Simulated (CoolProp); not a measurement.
The fluid at 293.15 K and 0.0127 MPa (gas) is heated at constant pressure to 405.7 K. The same conditions are run with several fluids, on thermodynamics alone (safety and materials aside).

Values from CoolProp's reference Helmholtz-energy equation of state of each fluid (R245fa: Akasaka 2015; carbonyl sulfide: Lemmon 2006; R21: Platzer 1990; nitrogen: Span 2000; n-perfluoropentane: Gao 2022). The equations of Platzer and Polt are older, rougher fits.

### Question
Rank R245fa, carbonyl sulfide, R21, nitrogen, n-perfluoropentane by heat (kJ/kg), highest first.

### Answer
nitrogen (117), R245fa (107), n-perfluoropentane (99.1), carbonyl sulfide (82.2), R21 (72.2)

| fluid | final density (kg/m³) |
|---|---|
| R245fa | 0.505 |
| carbonyl sulfide | 0.226 |
| R21 | 0.388 |
| nitrogen | 0.105 |
| n-perfluoropentane | 1.09 |
